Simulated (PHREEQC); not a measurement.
# Leach liquor: an equilibrium model

A solution holds 0.01 mol/kgw H2SO4 and 0.026 mol/kgw LiCl, at 25 °C. Closed to the air; pH follows from the charge balance.

All values are PHREEQC results (Pitzer model, pitzer.dat), not measurements.

Each row changes one thing in this solution. No solid was allowed to form.

| case | pH | ionic strength (mol/kgw) | SO4-2 (mol/kgw) | HSO4- (mol/kgw) |
|---|---|---|---|---|
| as made | 1.88 | 0.0481 | 0.00604 | 0.00396 |
| 0.0046 mol/kgw NaHCO3 added | 2.00 | 0.0494 | 0.00669 | 0.00331 |
| H2SO4 from 0.01 to 0.015 mol/kgw | 1.73 | 0.0570 | 0.00799 | 0.00701 |
| LiCl replaced by NaCl at the same molality | 1.88 | 0.0482 | 0.00611 | 0.00389 |
| H2SO4 from 0.01 to 0.011 mol/kgw | 1.84 | 0.0499 | 0.00646 | 0.00454 |
| LiCl from 0.026 to 0.0234 mol/kgw | 1.88 | 0.0454 | 0.00600 | 0.00400 |
